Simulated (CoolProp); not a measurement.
Vapour-liquid equilibrium of CHF3 (R23) (1) + R152A (2) at 192.7 K; x and y are mole fractions of (1).

The numbers come from the multi-fluid Helmholtz-energy mixture model, Penoncello 2003 and Outcalt 1996; pair parameters Bell 2016 in CoolProp.

| x | bubble pressure (bar) | y at the bubble point | dew pressure at overall composition x (bar) | liquid density (mol/L) |
|---|---|---|---|---|
| 0.05 | 0.07847 | 0.579 | 0.03639 | 17.16 |
| 0.15 | 0.1718 | 0.827 | 0.04049 | 17.51 |
| 0.25 | 0.2719 | 0.903 | 0.04565 | 17.87 |
| 0.35 | 0.3773 | 0.940 | 0.05230 | 18.23 |
| 0.45 | 0.4867 | 0.961 | 0.06122 | 18.60 |
| 0.55 | 0.5988 | 0.974 | 0.07382 | 18.96 |
| 0.65 | 0.7123 | 0.983 | 0.09293 | 19.33 |
| 0.75 | 0.8260 | 0.990 | 0.1254 | 19.69 |
| 0.85 | 0.9393 | 0.995 | 0.1932 | 20.05 |
| 0.95 | 1.052 | 0.998 | 0.4242 | 20.40 |

No azeotrope shows between x = 0.05 and 0.95.

The pair parameters rest on a limited set of measurements; away from them the model extrapolates.
